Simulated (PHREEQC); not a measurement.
Copper plating or etch bath

Make-up at 25 °C: 0.00166 mol CuCl2, 0.0078 mol HBF4 and 0.102 mol Na2SO4 per kg of water. Closed to the air; pH follows from the charge balance.

Computed with PHREEQC (ion-association model, phreeqc.dat).

No solid was allowed to form.

Estimate the pH.

pH 2.66.

In which forms is Na present?

Na+ 91 %, NaSO4- 9.2 % of the Na.

Real BF4- forms and hydrolyses slowly; the run takes it at equilibrium.
